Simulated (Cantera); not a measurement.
Charge: 1 mol Si, 2.7 mol H₂, 1.6 mol HCl, held at 0.180 bar.

Points: T (K) = 1398, 1423, 1448, 1473, 1498, 1523, 1548, 1573, 1598, 1623, 1648, 1673, 1698, 1723.

Cantera's Mixture.equilibrate('TP', solver="vcs", rtol=1e-11, max_steps=5000) on the NASA tables stopped like this:

```
ERROR: FAILURE its = 5001!

*******************************************************************************
CanteraError thrown by MultiPhase::equilibrate:
VCS solver failed. Return code: -1
*******************************************************************************
```

Task: What got this run through?

Result: One answer among several that fit: The failure is numerical, not chemical. The same input converged with solver="gibbs", rtol=1e-10, max_steps=50000, and the result passed a check of the equilibrium conditions:
```
log10 of partial pressures in bar; condensed amounts in mol
       T/K        H2       HCL     SiCL2     SiCL4     SiCL3    SiHCL3    Si(cr)     Si(L)
      1398    -0.853    -1.664    -2.006    -2.445    -2.541    -2.787    0.5839         0
      1423    -0.857    -1.645    -1.954    -2.543    -2.547    -2.865     0.577         0
      1448    -0.860    -1.629    -1.910    -2.650    -2.563    -2.948      0.57         0
      1473    -0.863    -1.617    -1.874    -2.764    -2.586    -3.037    0.5634         0
      1498    -0.865    -1.607    -1.843    -2.885    -2.616    -3.131    0.5573         0
      1523    -0.867    -1.600    -1.819    -3.010    -2.652    -3.227    0.5518         0
      1548    -0.869    -1.594    -1.798    -3.138    -2.692    -3.325    0.5469         0
      1573    -0.870    -1.590    -1.781    -3.268    -2.735    -3.425    0.5425         0
      1598    -0.871    -1.588    -1.768    -3.399    -2.780    -3.525    0.5387         0
      1623    -0.872    -1.586    -1.756    -3.529    -2.827    -3.624    0.5353         0
      1648    -0.872    -1.585    -1.747    -3.658    -2.874    -3.723    0.5323         0
      1673    -0.873    -1.584    -1.739    -3.785    -2.922    -3.820    0.5295         0
      1698    -0.873    -1.581    -1.734    -3.907    -2.969    -3.915         0     0.529
      1723    -0.874    -1.574    -1.734    -4.020    -3.014    -4.007         0    0.5325
```

The gas is ideal and each condensed phase is pure. The tables' values for SiCl3, SiCl are old estimates; treat these amounts as uncertain. Gases not in the tables: Si2H6 and higher silanes.
